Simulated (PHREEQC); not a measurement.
Consider water at 90 °C with 67 mmol/kgw NaOH, 9.8 mmol/kgw CO2 and 110 mmol/kgw Na2CO3. Closed to the air; pH follows from the charge balance.

Equilibrium calculation in PHREEQC: ion-association model, phreeqc.dat.

This is a speciation only: nothing precipitates in the calculation.

### Question
Estimate the pH.

### Answer
pH 10.92.

### Question
In which forms is Na present?

### Answer
Na+ 61 %, NaCO3- 39 % of the Na.

Away from 25 °C the constants follow the database's enthalpies or fits; those with neither stay at their 25 °C values.
